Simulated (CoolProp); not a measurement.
A single-stage vapour-compression cycle with R236FA: evaporating at 326.15 K (dew point), condensing at 384.15 K (bubble point), superheat 0 K, subcooling 8 K, compressor efficiency 0.9, no pressure losses. Each further row changes one setting.

Computed with CoolProp (reference Helmholtz-energy equation of state, Pan 2012).

```tsv
case	cooling COP	pressure ratio	discharge temperature (K)	refrigerating effect (kJ/kg)	volumetric capacity (kJ/m³)
as stated	2.90	3.83	384.2	56.8	2420
evaporating temperature 331.15 K	3.40	3.35	384.2	59.9	2930
condensing temperature 379.15 K	3.51	3.46	379.2	64.6	2750
subcooling 13 K	3.31	3.83	384.2	64.9	2770
superheat 10 K	3.12	3.83	387.9	66.7	2690
compressor efficiency 0.8	2.57	3.83	384.2	56.8	2420
```

The compression ends wet for: as stated; evaporating temperature 331.15 K; condensing temperature 379.15 K; subcooling 13 K; compressor efficiency 0.8.
